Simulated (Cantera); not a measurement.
A closed system holds: 1 mol FeCl₃, 16 mol H₂, equilibrated at 1250 °C and 22.0 Pa.

Cantera equilibrium calculation (NASA polynomials, part measured and part estimated; ideal gas, pure solids and liquids). Candidate condensed phases: Fe, FeCl₂, FeCl₃; 11 gas species. Rates play no part.

Base state: H₂ 0.844, HCl 0.136, FeCl₂ 0.0172, H 0.00143, Fe 0.00111, Cl 0.000186 (mole fractions); condensed: Fe(γ).

What changes in the equilibrium state with this change: temperature from 1250 °C to 752 °C?


```tsv
species	before	after
H₂	0.844	0.835
HCl	0.136	0.159
FeCl₂	0.0172	0.00602
Fe	0.00111	<1e-9
H	0.00143	2.68e-7
Cl	0.000186	4.72e-8
Fe(γ), mol	0.678	0
Fe(α), mol	0	0.895
```
